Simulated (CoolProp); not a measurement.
Vapour pressure (bar) of octamethylcyclotetrasiloxane (D4): the reference equation beside estimates from Tc = 313.4 °C, pc = 13.47 bar, ω = 0.598. Clausius-Clapeyron is anchored at 131.15 °C with a constant enthalpy of vaporisation of 43.79 kJ/mol.

The numbers come from the reference Helmholtz-energy equation of state, Thol 2015 in CoolProp.

```csv
T (°C),reference,Lee-Kesler,Clausius-Clapeyron,van der Waals,Soave-Redlich-Kwong,Peng-Robinson
86.95,0.04974,0.05083,0.05602,1.335,0.05074,0.05414
101.65,0.09352,0.09459,0.09942,1.668,0.09446,0.09922
116.45,0.1658,0.1666,0.1695,2.056,0.1664,0.1725
131.15,0.2772,0.2775,0.2772,2.496,0.2775,0.2845
145.85,0.4422,0.4418,0.4377,2.994,0.4424,0.4496
160.65,0.6790,0.6778,0.6721,3.556,0.6802,0.6861
175.35,1.003,1.001,1.001,4.178,1.007,1.010
190.05,1.437,1.434,1.452,4.865,1.448,1.445
204.85,2.007,2.004,2.065,5.625,2.029,2.018
219.55,2.732,2.728,2.869,6.450,2.772,2.750
```

Absolute difference from the reference over all 10 rows, mean and median: Lee-Kesler 0.5 and 0.2 %, Clausius-Clapeyron 3.2 and 1.6 %, van der Waals 808.0 and 500.4 %, Soave-Redlich-Kwong 0.7 and 0.6 %, Peng-Robinson 2.7 and 1.4 %.
